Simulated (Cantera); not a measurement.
## Gas-phase reforming

A perfectly stirred reactor is fed with 20.4 % CH₄, 79.5 % CO₂, 0.159 % H₂O, at 0.100 bar; it is held at 1825 K, and followed from long to short residence time.

Detailed kinetics in Cantera: GRI-Mech 3.0 (53 species, 325 reactions).

```tsv
τ (s)	x CH₄	x CO₂	x C₂H₄	x CH₂	x OH	x HO₂	x HCO
0.43	0.00964	0.298	9.50e-5	1.20e-6	3.40e-5	1.51e-11	9.03e-8
0.14	0.0192	0.379	0.000356	1.98e-6	3.25e-5	1.83e-11	1.70e-7
0.047	0.0394	0.488	0.00110	2.48e-6	2.59e-5	1.84e-11	2.77e-7
0.015	0.0788	0.614	0.00277	2.63e-6	1.60e-5	1.36e-11	4.20e-7
0.0050	0.128	0.715	0.00509	2.63e-6	8.42e-6	7.69e-12	5.22e-7
0.0017	0.172	0.772	0.00522	2.17e-6	3.52e-6	3.46e-12	3.84e-7
0.00054	0.198	0.792	0.00113	8.05e-7	8.26e-7	1.23e-12	6.67e-8
0.00018	0.203	0.794	6.50e-5	1.35e-7	2.84e-7	<1e-12	2.35e-9
```
x: mole fraction; the columns are a selection and need not sum to one.
